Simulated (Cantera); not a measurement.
**C + NH3 + N2 (carbon deposition, reforming and gasification)**

Feed: 1 mol C, 0.06 mol NH3, 40 mol N2, equilibrated at 1.00 bar.

Method: chemical equilibrium by Gibbs-energy minimisation in Cantera with the NASA 1993 tables (ideal gas, pure condensed phases). Candidate condensed phases: C, C6H6, C7H8, C8H18; 92 gas species. Kinetics and transport are ignored.

From 1502 °C to 2402 °C the condensed part is C(graphite). The main C-bearing gas is HCN throughout. The share of C in condensed phases is highest at 1502 °C (99.0 %) and lowest at 2402 °C (86.4 %).

```
T (°C)   x N2     x HCN      x H2       x H      x CN     x HNC    x C2N2  n C(graphite)
------  -----  --------  --------  --------  --------  --------  --------  -------------
1502    0.998  0.000249   0.00211   1.33e-5   2.05e-8   8.92e-6   1.68e-7          0.990
1652    0.997  0.000481   0.00197   4.24e-5   2.04e-7   2.37e-5   8.73e-7          0.980
1802    0.997  0.000819   0.00175  0.000111   1.45e-6   5.30e-5   3.58e-6          0.965
1952    0.997   0.00124   0.00145  0.000246   7.87e-6  0.000102   1.21e-5          0.945
2102    0.997   0.00167   0.00108  0.000464   3.45e-5  0.000168   3.51e-5          0.921
2252    0.996   0.00202  0.000723  0.000754  0.000126  0.000244   8.97e-5          0.896
2402    0.995   0.00221  0.000432   0.00107  0.000400  0.000312  0.000206          0.864
```
x: gas mole fraction; n: condensed amount in mol.
